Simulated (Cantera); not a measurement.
Input (Python, Cantera) and output of one run.

```python
import numpy as np
import cantera as ct

gas_names = [...]  # 140 gases of nasa_gas.yaml made of C, Fe, H, N, O
cond_names = """
    C(gr) C6H6(L) C7H8(L) C8H18(L),n-octa Fe(a) Fe(c) Fe(d) Fe(L) FeC5O5(L) FeO(s) FeO(L) Fe(OH)2(s)
    Fe(OH)3(s) Fe2O3(s) Fe3O4(s) H2O(s) H2O(L)
""".split()


# ... load() reads the species with a 1 bar reference pressure and builds the phases ...
atoms = {
    'Fe2O3': {'Fe': 2, 'O': 3},
    'CH4': {'C': 1, 'H': 4},
    'N2': {'N': 2},
}
top_T = {'C(gr)': 4500, 'Fe2O3(s)': 1830, 'Fe3O4(s)': 1870}  # K; cautious upper limits of use, not melting points


# ... equilibrate(T, P, feed) seeds the gas with the atoms and calls Mixture.equilibrate('TP', solver="vcs", rtol=1e-11, max_steps=5000) ...
results = []
feed = {'Fe2O3': 1, 'CH4': 0.66, 'N2': 0.23}  # mol
T = 2223  # K
P = 1333.22  # Pa
mix = equilibrate(T, P, feed)
results.append((T, P, feed, dict(zip(mix.species_names, mix.species_moles))))
print(gas.report(threshold=0.0001))
for i in range(1, mix.n_phases):
    print(f"{mix.phase(i).name:16s} {mix.phase_moles(i):12.5e} mol")
```

It prints:

```
       temperature   2223 K
          pressure   1333.2 Pa
           density   0.0016493 kg/m^3
  mean mol. weight   22.865 kg/kmol
   phase of matter   gas

                          1 kg             1 kmol
                     ---------------   ---------------
          enthalpy        1.6725e+06        3.8242e+07  J
   internal energy        8.6415e+05        1.9759e+07  J
           entropy             12708        2.9056e+05  J/K
    Gibbs function       -2.6577e+07       -6.0767e+08  J
 heat capacity c_p            1687.5             38584  J/K
 heat capacity c_v            1323.8             30269  J/K

                      mass frac. Y      mole frac. X     chem. pot. / RT
                     ---------------   ---------------   ---------------
                CO           0.26381           0.21535           -39.901
               CO2          0.068642          0.035663           -61.228
                Fe           0.33999            0.1392           -8.8306
               FeO          0.012506         0.0039801           -30.157
           Fe(OH)2         0.0008643        0.00021992            -76.98
                 H         0.0012411          0.028152           -12.748
                H2          0.022702           0.25748           -25.497
               H2O           0.17999           0.22845           -46.823
                N2           0.10711          0.087425           -34.057
                 O         0.0001914        0.00027354           -21.326
                OH         0.0026832         0.0036074           -34.075
                O2        0.00014293        0.00010214           -42.652
     [ +128 minor]        0.00012827        9.7772e-05

C(gr)             0.00000e+00 mol
Fe(L)             0.00000e+00 mol
FeC5O5(L)         0.00000e+00 mol
FeO(L)            1.62295e+00 mol
```

Equilibrium computed with Cantera from the NASA thermochemical tables; the gas is ideal and each condensed phase is pure. The tables' stoichiometric FeO is somewhat more stable than real wüstite, so its field is too wide. FeO: taken at fixed stoichiometry.
